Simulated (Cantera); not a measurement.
## BCl₃ + O₂ + H₂ (boron, boron nitride and boron oxide)

Charge: 1 mol BCl₃, 0.51 mol O₂, 100 mol H₂, equilibrated at 0.160 bar.

Equilibrium computed with Cantera from the NASA thermochemical tables; the gas is ideal and each condensed phase is pure. Candidate condensed phases: B, B₂O₃, B₃O₃H₃, H₂O; 33 gas species. Mutual solubility and eutectic melting of coexisting phases are not modelled. The tables' values for BOCl, BCl, BH₂ are old estimates; treat these amounts as uncertain. Gases not in the tables: BHCl₂. The numbers say what is thermodynamically allowed, not how fast it happens.

From 800 °C to 900 °C the condensed part is B₂O₃(l). At 1000 °C the condensed part is B(s) + B₂O₃(l). At 1100 °C the condensed part is B₂O₃(l). From 1200 °C to 2000 °C nothing is condensed. The main B-bearing gas is B₃O₃H₃ at 800 °C and HBO at 2000 °C.

```csv
T (°C),x H₂,x HCl,x H,x HBO,x B₃O₃H₃,n B₂O₃(l),n B(s)
800,0.971,0.0261,3.45e-8,1.16e-5,0.00199,0.115,0
900,0.969,0.0279,2.90e-7,8.98e-5,0.00256,0.0652,0
1000,0.968,0.0288,1.75e-6,0.000475,0.00265,0.0480,0.00921
1100,0.966,0.0292,8.18e-6,0.00187,0.00238,0.0238,0
1200,0.964,0.0292,3.10e-5,0.00509,0.00125,0,0
1300,0.962,0.0291,9.97e-5,0.00779,0.000188,0,0
1400,0.961,0.0291,0.000279,0.00836,1.44e-5,0,0
1500,0.961,0.0291,0.000697,0.00847,1.28e-6,0,0
1600,0.960,0.0290,0.00158,0.00847,1.44e-7,0,0
1700,0.958,0.0290,0.00330,0.00837,1.95e-8,0,0
1800,0.955,0.0288,0.00642,0.00814,3.06e-9,0,0
1900,0.950,0.0286,0.0118,0.00775,5.36e-10,0,0
2000,0.941,0.0283,0.0204,0.00721,1.01e-10,0,0
```
x: gas mole fraction; n: condensed amount in mol.
